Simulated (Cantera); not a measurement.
Charge: 1 mol C, 4.7 mol CO2, 18 mol N2, 0.96 mol NH3, at 477 °C and 1330 Pa.

Method: chemical equilibrium by Gibbs-energy minimisation in Cantera with the NASA 1993 tables (ideal gas, pure condensed phases). Candidate condensed phases: C, C6H6, C7H8, C8H18, H2O; 136 gas species. Equilibrium is a limit: real reactors are often held back by kinetics, nucleation or transport.

Base state: N2 0.721, CO2 0.133, CO 0.0890, H2 0.0451, H2O 0.0110, CH4 3.82e-5 (mole fractions); condensed: gas only.

**Question.** What changes in the equilibrium state with this change: temperature from 477 °C to 1125 °C?

**Answer.** 
```json
[
 {"species": "N2", "before": "0.721", "after": "0.721"},
 {"species": "CO", "before": "0.0890", "after": "0.116"},
 {"species": "CO2", "before": "0.133", "after": "0.107"},
 {"species": "H2O", "before": "0.0110", "after": "0.0375"},
 {"species": "H2", "before": "0.0451", "after": "0.0187"},
 {"species": "CH4", "before": "3.82e-5", "after": "<1e-9"}
]
```

**Question.** What changes in the equilibrium state with this change: CO2 from 4.7 to 0.04 mol?

**Answer.** 
```json
[
 {"species": "N2", "before": "0.721", "after": "0.925"},
 {"species": "H2", "before": "0.0451", "after": "0.0713"},
 {"species": "CO", "before": "0.0890", "after": "0.00352"},
 {"species": "CO2", "before": "0.133", "after": "9.17e-5"},
 {"species": "H2O", "before": "0.0110", "after": "0.000304"},
 {"species": "CH4", "before": "3.82e-5", "after": "0.000217"},
 {"species": "C(graphite), mol", "before": "0", "after": "0.964"}
]
```
